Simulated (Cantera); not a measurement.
**Ignition delay**

Mixture: 22.7 % CO, 3.63 % H2, 15.5 % O2, 58.3 % N2, equivalence ratio 0.85, at 1.01 bar, adiabatic and at constant volume. Ignition delay is the time to a rise of 400 K.

Detailed kinetics in Cantera: GRI-Mech 3.0 (53 species, 325 reactions). Where the delays flatten at high temperature, the 400 K rule measures the pace of heat release, not the induction time.

| T0 (K) | delay (ms) |
|---|---|
| 1250 | 0.0784 |
| 1325 | 0.0630 |
| 1400 | 0.0540 |
| 1475 | 0.0487 |
| 1550 | 0.0458 |
| 1625 | 0.0447 |
| 1700 | 0.0452 |
| 1775 | 0.0470 |
